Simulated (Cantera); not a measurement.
Charge: 1 mol Si₂Cl₆, 18 mol NH₃, 38 mol N₂, held at 1450 K and 0.000300 bar.

These are equilibrium values from Cantera (NASA tables, ideal gas, pure condensed phases), not measurements of a reactor. Candidate condensed phases: NH₄Cl, Si, Si₃N₄; 28 gas species. The feed counts by its element totals alone. The tables' values for SiCl₃ are old estimates; treat these amounts as uncertain. The numbers say what is thermodynamically allowed, not how fast it happens.

Question: What is the equilibrium state?

Answer: 
| Property | Value |
|---|---|
| x(N₂) | 0.606 |
| x(H₂) | 0.323 |
| x(HCl) | 0.0630 |
| x(SiCl₂) | 0.00784 |
| x(H) | 0.000310 |
| x(SiCl₃) | 5.23e-5 |
| x(Cl) | 4.93e-5 |
| x(SiCl) | 4.62e-6 |
| x(Si) | 2.12e-6 |
| n(Si₃N₄(s)) | 0.466 mol |
| gas amount | 76.08 mol |
| log10 activity of Si(s) (absent) | -0.68 |
